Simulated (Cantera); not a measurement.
A closed system holds: 1 mol CH3SiCl3, 0.081 mol C3H8, 210 mol H2, at 0.133 bar.

These are equilibrium values from Cantera (NASA tables, ideal gas, pure condensed phases), not measurements of a reactor. Candidate condensed phases: C, C6H6, C7H8, C8H18, Si, SiC; 109 gas species. The feed counts by its element totals alone. Rates play no part.

At 1223 K, list the 3 most abundant gas species with their mole fractions, and the condensed phases.

H2 0.985, HCl 0.0141, CH4 0.00114. Condensed: SiC(s).
